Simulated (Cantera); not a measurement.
# Transport properties of process gases

Gas mixture: 23.6 % N₂O, 41.7 % CO₂, 34.7 % N₂, at 0.0263 atm, frozen composition.

Cantera's kinetic-theory transport with the Lennard-Jones parameters of GRI-Mech 3.0, ideal gas; thermal conductivity in the mixture-averaged form. The composition is frozen, though it would react at the higher temperatures.

| T (K) | ρ (kg/m³) | cp (J/kg/K) | μ (µPa s) | λ (mW/m/K) | Pr | D (cm²/s) N₂ | D (cm²/s) C₂H₂ | D (cm²/s) H |
|---|---|---|---|---|---|---|---|---|
| 400 | 0.0308 | 974.2 | 20.5 | 27.7 | 0.718 | 10.1 | 8.78 | 67.8 |
| 650 | 0.0190 | 1104 | 30.1 | 45.8 | 0.725 | 23.6 | 21.0 | 160 |
| 900 | 0.0137 | 1196 | 38.1 | 62.4 | 0.730 | 41.2 | 37.0 | 279 |
| 1150 | 0.0107 | 1255 | 45.2 | 77.7 | 0.730 | 62.3 | 56.2 | 423 |
| 1400 | 0.00881 | 1296 | 51.6 | 91.7 | 0.730 | 86.6 | 78.3 | 588 |
| 1650 | 0.00747 | 1326 | 57.6 | 105 | 0.729 | 114 | 103 | 774 |
| 1900 | 0.00649 | 1348 | 63.2 | 117 | 0.728 | 144 | 131 | 979 |
| 2150 | 0.00574 | 1364 | 68.5 | 129 | 0.727 | 177 | 160 | 1200 |
| 2400 | 0.00514 | 1376 | 73.6 | 139 | 0.727 | 212 | 193 | 1440 |
D: mixture-averaged diffusion coefficient of that species in the mixture.
